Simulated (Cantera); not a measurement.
# Ammonia decomposition in nitride growth gas

An isothermal, constant-pressure homogeneous reactor starts with 63.7 % NH3, 28.0 % N2, 8.28 % H2, at 1975 K and 1400 Pa.

Computed with Cantera and the gas-phase N/H chemistry of the illustrative SiF4/NH3 mechanism in the Surface Chemkin manual (1991). Walls and surfaces, which speed up NH3 decomposition in real reactors, are not modelled.

```
t (s)      x NH3      x NH    x H2       x H   x N2     x NH2
--------  ------  --------  ------  --------  -----  --------
4.00e-5    0.637  1.14e-10  0.0828   5.70e-7  0.280   5.17e-6
0.000144   0.637   2.73e-9  0.0828   1.21e-6  0.280   1.94e-5
0.000517   0.637   6.16e-8  0.0828   3.52e-6  0.280   7.05e-5
0.00186    0.637   9.53e-7  0.0829   1.17e-5  0.280  0.000252
0.00667    0.635   8.62e-6  0.0836   3.86e-5  0.280  0.000826
0.0240     0.627   1.75e-5  0.0907   6.38e-5  0.281   0.00124
0.0862     0.594   1.81e-5   0.119   8.30e-5  0.286   0.00117
0.310      0.495   1.87e-5   0.205  0.000145  0.299  0.000995
1.11       0.280   1.64e-5   0.391  0.000316  0.328  0.000650
4.00      0.0634   9.37e-6   0.579  0.000712  0.357  0.000225
```
x: mole fraction; the columns are a selection and need not sum to one.

Equilibrium at this temperature and pressure: NH3 8.75e-8, NH 1.91e-9, H2 0.627, H 0.00922, N2 0.364, NH2 3.71e-9 (gas phase only).
